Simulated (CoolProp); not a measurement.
Vapour-liquid equilibrium of R141b (1) + n-pentane (2) at 414.7 K; x and y are mole fractions of (1).

Values from CoolProp's multi-fluid Helmholtz-energy mixture model, Lemmon 2006 and Thol 2019; pair parameters Bell 2016.

| x | bubble pressure, mixture model (bar) | bubble pressure, Raoult's law (bar) | y, mixture model | y, Raoult's law |
|---|---|---|---|---|
| 0.05 | 14.03 | 13.79 | 0.065 | 0.056 |
| 0.125 | 14.46 | 13.93 | 0.153 | 0.139 |
| 0.2 | 14.82 | 14.06 | 0.233 | 0.221 |
| 0.275 | 15.11 | 14.20 | 0.309 | 0.301 |
| 0.35 | 15.35 | 14.34 | 0.380 | 0.379 |
| 0.425 | 15.53 | 14.48 | (withheld) | 0.456 |
| 0.5 | 15.66 | 14.61 | 0.518 | 0.531 |
| 0.575 | 15.75 | 14.75 | (withheld) | 0.605 |
| 0.65 | (withheld) | 14.89 | 0.654 | 0.678 |
| 0.725 | 15.81 | 15.02 | 0.724 | 0.749 |
| 0.8 | 15.78 | 15.16 | 0.795 | 0.819 |
| 0.875 | (withheld) | 15.30 | (withheld) | 0.888 |
| 0.95 | 15.62 | 15.44 | 0.947 | 0.956 |

### Question
Some entries are withheld; supply them.

### Answer

- 0.425, y, mixture model: 0.449
- 0.575, y, mixture model: 0.586
- 0.65, bubble pressure, mixture model (bar): 15.80
- 0.875, bubble pressure, mixture model (bar): 15.72
- 0.875, y, mixture model: 0.869

The largest gap from Raoult's law is +7.3 % in bubble pressure, at x = 0.425. y crosses x between x = 0.65 and 0.725: the model has an azeotrope there.

The pair parameters rest on a limited set of measurements; away from them the model extrapolates.
